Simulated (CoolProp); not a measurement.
Values from CoolProp's reference Helmholtz-energy equation of state, Fiedler 2023.

Problem. Give the vapour pressure (bar), liquid density (kg/m³), vapour density (kg/m³) of saturated tetrahydrofuran at 155.55, 173.95 °C.

Solution. 
```tsv
T (°C)	p (bar)	liquid density (kg/m³)	vapour density (kg/m³)
155.55	9.39	720	22.2
173.95	13.2	692	31.3
```
